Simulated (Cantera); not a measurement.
## Boron, boron nitride and boron oxide: borazine + O2 + N2

Input: 1 mol borazine, 0.18 mol O2, 9.3 mol N2, equilibrated at 133 Pa.

These are equilibrium values from Cantera (NASA tables, ideal gas, pure condensed phases), not measurements of a reactor. Candidate condensed phases: B, BN, B2O3, B3O3H3, H2O; 39 gas species. The feed counts by its element totals alone. Mutual solubility and eutectic melting of coexisting phases are not modelled. The tables' values for BH2 are old estimates; treat these amounts as uncertain. The numbers say what is thermodynamically allowed, not how fast it happens.

From 1052 °C to 1127 °C the condensed part is BN(s) + B2O3(l). From 1202 °C to 1877 °C the condensed part is BN(s). At 1952 °C the condensed part is B(s). The main B-bearing gas is HBO2 at 1052 °C and BO at 1952 °C. The share of B in condensed phases is highest at 1052 °C (99.0 %) and lowest at 1952 °C (86.2 %).

| T (°C) | log p N2 | log p H2 | log p H | log p BO | log p HBO | n BN(s) | n B2O3(l) | n B(s) |
|---|---|---|---|---|---|---|---|---|
| 1052 | -3.00 | -3.49 | -7.53 | -8.89 | -6.39 | 2.77 | 0.101 | 0 |
| 1127 | -3.00 | -3.50 | -7.06 | -7.87 | -5.79 | 2.77 | 0.0614 | 0 |
| 1202 | -3.00 | -3.50 | -6.64 | -7.04 | -5.34 | 2.76 | 0 | 0 |
| 1277 | -3.00 | -3.51 | -6.25 | -6.44 | -5.08 | 2.74 | 0 | 0 |
| 1352 | -3.00 | -3.51 | -5.91 | -5.94 | -4.89 | 2.70 | 0 | 0 |
| 1427 | -3.00 | -3.51 | -5.59 | -5.54 | -4.76 | 2.67 | 0 | 0 |
| 1502 | -3.00 | -3.52 | -5.30 | -5.23 | -4.72 | 2.65 | 0 | 0 |
| 1577 | -3.00 | -3.52 | -5.03 | -5.01 | -4.73 | 2.64 | 0 | 0 |
| 1652 | -3.01 | -3.53 | -4.78 | -4.84 | -4.77 | 2.64 | 0 | 0 |
| 1727 | -3.01 | -3.54 | -4.56 | -4.71 | -4.85 | 2.64 | 0 | 0 |
| 1802 | -3.01 | -3.55 | -4.35 | -4.63 | -4.96 | 2.63 | 0 | 0 |
| 1877 | -3.02 | -3.58 | -4.16 | -4.57 | -5.09 | 2.62 | 0 | 0 |
| 1952 | -3.01 | -3.66 | -4.02 | -4.58 | -5.29 | 0 | 0 | 2.59 |
log p: log10 of the partial pressure in bar; n: condensed amount in mol.
